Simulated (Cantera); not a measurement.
What does this Cantera script print?

```python
import numpy as np
import cantera as ct

gas = ct.Solution("SiF4_NH3_mec.yaml", "gas")
gas.TPX = 1775, 17000, {'NH3': 0.1, 'H2': 1.2}
reactor = ct.IdealGasConstPressureReactor(gas, energy="off", clone=False)
net = ct.ReactorNet([reactor])
net.rtol, net.atol = 1e-08, 1e-18
show = ['NH3', 'H2', 'N', 'N2H2', 'N2', 'N2H4', 'NH']
times = np.geomspace(0.0004, 7, 12)

steps = ct.SolutionArray(gas, extra=["t"])
rows = []
print(f"{'t/s':>10s}{'T/K':>9s}{'P/Pa':>11s}" + "".join(f"{s:>11s}" for s in show))
for t in times:
    while net.time < t:
        t_next = net.step()
        steps.append(gas.state, t=t_next)
    rows.append([np.interp(t, steps.t, y) for y in (steps.T, steps.P, *steps(*show).X.T)])
    print(f"{t:10.3e}{rows[-1][0]:9.1f}{rows[-1][1]:11.4g}" + "".join(f"{x:11.3e}" for x in rows[-1][2:]))
rate = np.gradient(steps.T, steps.t)
print("integrator steps:", len(steps.t))
if steps.T.max() > steps.T[0] + 200:
    print(f"time of steepest temperature rise: {steps.t[rate.argmax()]:.4e} s")
gas.TPX = 1775, 17000, {'NH3': 0.1, 'H2': 1.2}
gas.equilibrate("TP")
print(f"equilibrium (TP): T = {gas.T:.1f} K  " + "  ".join(f"{s} {gas[s].X[0]:.3e}" for s in show))
```

It prints:

```
       t/s      T/K       P/Pa        NH3         H2          N       N2H2         N2       N2H4         NH
 4.000e-04   1775.0    1.7e+04  7.692e-02  9.231e-01  6.639e-13  1.366e-11  7.390e-11  1.118e-12  4.425e-10
 9.723e-04   1775.0    1.7e+04  7.692e-02  9.231e-01  9.662e-12  8.670e-11  1.650e-09  6.624e-12  2.623e-09
 2.363e-03   1775.0    1.7e+04  7.691e-02  9.230e-01  1.385e-10  5.628e-10  3.068e-08  3.903e-11  1.546e-08
 5.744e-03   1775.0    1.7e+04  7.690e-02  9.230e-01  1.928e-09  3.878e-09  5.509e-07  2.258e-10  8.942e-08
 1.396e-02   1775.0    1.7e+04  7.685e-02  9.229e-01  2.161e-08  2.538e-08  9.956e-06  1.132e-09  4.485e-07
 3.394e-02   1775.0    1.7e+04  7.660e-02  9.229e-01  7.913e-08  7.245e-08  1.124e-04  2.684e-09  1.066e-06
 8.250e-02   1775.0    1.7e+04  7.580e-02  9.233e-01  8.833e-08  7.829e-08  4.826e-04  2.849e-09  1.143e-06
 2.005e-01   1775.0    1.7e+04  7.388e-02  9.244e-01  8.815e-08  7.574e-08  1.376e-03  2.748e-09  1.132e-06
 4.874e-01   1775.0    1.7e+04  6.945e-02  9.267e-01  8.767e-08  6.993e-08  3.431e-03  2.520e-09  1.104e-06
 1.185e+00   1775.0    1.7e+04  6.000e-02  9.318e-01  8.641e-08  5.785e-08  7.820e-03  2.051e-09  1.041e-06
 2.880e+00   1775.0    1.7e+04  4.294e-02  9.409e-01  8.296e-08  3.737e-08  1.575e-02  1.273e-09  9.054e-07
 7.000e+00   1775.0    1.7e+04  2.113e-02  9.525e-01  7.298e-08  1.445e-08  2.588e-02  4.518e-10  6.553e-07
integrator steps: 643
equilibrium (TP): T = 1775.0 K  NH3 9.269e-07  H2 9.636e-01  N 1.063e-11  N2H2 3.547e-15  N2 3.570e-02  N2H4 1.943e-18  NH 6.387e-11
```

Cantera simulation using the gas-phase N/H chemistry of the illustrative SiF4/NH3 mechanism in the Surface Chemkin manual (1991); the numbers are that mechanism's predictions, not measurements. Walls and surfaces, which speed up NH3 decomposition in real reactors, are not modelled.
